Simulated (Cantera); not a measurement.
Cantera run:

```python
import numpy as np
import cantera as ct

gas_names = """
    H HO2 H2 H2O H2O2 Hg O OH O2 O3
""".split()
cond_names = """
    H2O(s) H2O(L) Hg(cr) Hg(L) HgO(s)
""".split()


# ... load() reads the species with a 1 bar reference pressure and builds the phases ...
atoms = {
    'Hg': {'Hg': 1},
    'O2': {'O': 2},
    'H2': {'H': 2},
}
top_T = {}  # K; cautious upper limits of use, not melting points


# ... equilibrate(T, P, feed) seeds the gas with the atoms and calls Mixture.equilibrate('TP', solver="vcs", rtol=1e-11, max_steps=5000) ...
results = []
feed = {'Hg': 1, 'O2': 1.1, 'H2': 0.37}  # mol
T = 1398  # K
P = 41000  # Pa
mix = equilibrate(T, P, feed)
results.append((T, P, feed, dict(zip(mix.species_names, mix.species_moles))))
print(gas.report(threshold=0.0001))
for i in range(1, mix.n_phases):
    print(f"{mix.phase(i).name:16s} {mix.phase_moles(i):12.5e} mol")
```

It prints:

```
       temperature   1398 K
          pressure   41000 Pa
           density   0.36513 kg/m^3
  mean mol. weight   103.52 kg/kmol
   phase of matter   gas

                          1 kg             1 kmol
                     ---------------   ---------------
          enthalpy        1.8854e+05        1.9516e+07  J
   internal energy             76247        7.8928e+06  J
           entropy            2404.6        2.4892e+05  J/K
    Gibbs function       -3.1732e+06       -3.2847e+08  J
 heat capacity c_p            300.25             31081  J/K
 heat capacity c_v            219.93             22766  J/K

                      mass frac. Y      mole frac. X     chem. pot. / RT
                     ---------------   ---------------   ---------------
               H2O          0.028175           0.16189           -49.532
                Hg           0.84804           0.43763           -19.378
                O2           0.12377           0.40042           -29.364
     [   +7 minor]        9.4561e-06         5.762e-05

Hg(L)             0.00000e+00 mol
```

These are equilibrium values from Cantera (NASA tables, ideal gas, pure condensed phases), not measurements of a reactor.
